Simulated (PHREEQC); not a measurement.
Make-up at 54 °C: 29 mmol/kgw Cu(BF4)2, 14 mmol/kgw HCl and 0.059 mmol/kgw NaCl. Closed to the air; pH follows from the charge balance.

The numbers come from PHREEQC with the ion-association model, wateq4f.dat.

**Question.** The ionic strength comes out as 0.0961 mol/kgw. What activity coefficients do Cl-, BF2(OH)2-, Cu+2, HF2-, H+ get?

**Answer.** Cl- 0.76, BF2(OH)2- 0.74, Cu+2 0.39, HF2- 0.75, H+ 0.82.

This is a speciation only: nothing precipitates in the calculation. Away from 25 °C the constants follow the database's enthalpies or fits; those with neither stay at their 25 °C values. Real BF4- forms and hydrolyses slowly; the run takes it at equilibrium.
